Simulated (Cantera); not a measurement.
## Counterflow diffusion flame

A counterflow diffusion flame at 760 Torr, nozzles 20 mm apart: fuel side 100 % C₃H₈ at 425 K, oxidiser side 25.0 % O₂, 75.0 % N₂ at 575 K, fuel mass flux 1.5 times the oxidiser's; mixture-averaged transport, no radiation.

Cantera simulation using GRI-Mech 3.0 (53 species, 325 reactions); the numbers are that mechanism's predictions, not measurements. GRI-Mech 3.0 was tuned for natural gas; its chemistry of propane as a main component is partial and can be far from experiment. GRI-Mech 3.0 has no aromatics or soot, which form on the fuel side of real flames. The maximum strain rate includes the flame's own expansion and is several times the mean.

```json
[
 {"oxidiser flux (kg/m²/s)": "0.25", "max strain (1/s)": "241", "mean strain (1/s)": "35.2", "T max (K)": "2288", "peak x OH": "0.0121", "peak x H": "0.00578", "peak x NO": "0.000507", "peak x CO": "0.0972", "peak x C₂H₂": "0.0535"},
 {"oxidiser flux (kg/m²/s)": "0.35", "max strain (1/s)": "328", "mean strain (1/s)": "49.2", "T max (K)": "2265", "peak x OH": "0.0121", "peak x H": "0.00614", "peak x NO": "0.000463", "peak x CO": "0.0959", "peak x C₂H₂": "0.0519"},
 {"oxidiser flux (kg/m²/s)": "0.5", "max strain (1/s)": "455", "mean strain (1/s)": "70.3", "T max (K)": "2243", "peak x OH": "0.0120", "peak x H": "0.00652", "peak x NO": "0.000422", "peak x CO": "0.0945", "peak x C₂H₂": "0.0501"},
 {"oxidiser flux (kg/m²/s)": "0.69", "max strain (1/s)": "612", "mean strain (1/s)": "97.0", "T max (K)": "2223", "peak x OH": "0.0120", "peak x H": "0.00687", "peak x NO": "0.000386", "peak x CO": "0.0933", "peak x C₂H₂": "0.0484"},
 {"oxidiser flux (kg/m²/s)": "0.97", "max strain (1/s)": "838", "mean strain (1/s)": "136", "T max (K)": "2203", "peak x OH": "0.0119", "peak x H": "0.00726", "peak x NO": "0.000350", "peak x CO": "0.0924", "peak x C₂H₂": "0.0466"},
 {"oxidiser flux (kg/m²/s)": "1.4", "max strain (1/s)": "1180", "mean strain (1/s)": "197", "T max (K)": "2179", "peak x OH": "0.0117", "peak x H": "0.00763", "peak x NO": "0.000307", "peak x CO": "0.0913", "peak x C₂H₂": "0.0443"},
 {"oxidiser flux (kg/m²/s)": "1.9", "max strain (1/s)": "1560", "mean strain (1/s)": "267", "T max (K)": "2157", "peak x OH": "0.0114", "peak x H": "0.00791", "peak x NO": "0.000269", "peak x CO": "0.0907", "peak x C₂H₂": "0.0422"},
 {"oxidiser flux (kg/m²/s)": "2.7", "max strain (1/s)": "2140", "mean strain (1/s)": "380", "T max (K)": "2128", "peak x OH": "0.0110", "peak x H": "0.00813", "peak x NO": "0.000223", "peak x CO": "0.0903", "peak x C₂H₂": "0.0394"}
]
```
x: mole fraction; the columns are a selection and need not sum to one.
